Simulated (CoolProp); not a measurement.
The fluid at 380.04 K and 0.293 MPa flows at 0.15 m/s in a round tube of 10 mm bore and 1.5 µm roughness, fully developed (64/Re and Nu = 3.66 if laminar; Colebrook and Gnielinski if turbulent). The same conditions are run with several fluids, on thermodynamics alone (safety and materials aside).

The numbers come from the reference Helmholtz-energy equation of state of each fluid (R236EA: Rui 2013; ethane: Bücker 2006; n-butane: Bücker 2006; R142b: Lemmon 2006; c-C4F8 (RC318): Platzer 1990) in CoolProp. The equations of Platzer and Polt are older, rougher fits.

Question: Rank R236EA, ethane, n-butane, R142b, c-C4F8 (RC318) by Reynolds number, highest first.

Answer: c-C4F8 (RC318) (1960), R236EA (1570), R142b (1090), n-butane (890), ethane (361)

```
fluid           Darcy friction factor  pressure drop (Pa/m)  heat-transfer coefficient (W/(m² K))  mass flow (kg/h)
--------------  ---------------------  --------------------  ------------------------------------  ----------------
R236EA                         0.0406                 0.672                                  7.55             0.623
ethane                          0.177                 0.562                                  12.0             0.119
n-butane                       0.0719                 0.454                                  9.46             0.238
R142b                          0.0588                 0.637                                  6.37             0.409
c-C4F8 (RC318)                 0.0326                 0.707                                  6.52             0.818
```

Transport values come from each fluid's own correlations; those of R236EA, R142b, c-C4F8 (RC318) are estimates that may be off by 10 % or more.
